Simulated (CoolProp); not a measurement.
Properties of propylene along the isotherm 575 K (Tc = 364.2 K, pc = 4.555 MPa, ω = 0.146).

Computed with CoolProp (reference Helmholtz-energy equation of state, Lemmon 2013).

| p (MPa) | phase | Z | cp (kJ/(kg K)) | cv (kJ/(kg K)) | conductivity (mW/(m K)) |
|---|---|---|---|---|---|
| 0.854 | gas | 0.9868 | 2.515 | 2.300 | 55.5 |
| 1.71 | gas | 0.9740 | 2.537 | 2.304 | … |
| 2.56 | gas | 0.9617 | 2.559 | 2.308 | 58.4 |
| 3.42 | gas | … | 2.584 | 2.312 | … |
| 4.27 | gas | 0.9384 | 2.608 | … | 60.5 |
| 5.12 | supercritical | 0.9276 | 2.634 | 2.319 | 61.3 |
| 5.98 | supercritical | … | 2.661 | 2.322 | 62.1 |
| 6.83 | supercritical | … | 2.688 | 2.326 | 62.7 |

Problem. Fill in the missing entries.

Solution. 
- 1.71, conductivity (mW/(m K)): 57.0
- 3.42, Z: 0.9498
- 3.42, conductivity (mW/(m K)): 59.5
- 4.27, cv (kJ/(kg K)): 2.315
- 5.98, Z: 0.9172
- 6.83, Z: 0.9075

Thermal conductivity comes from a separate model (Huber 2003), an estimate that may be off by 10 % or more.
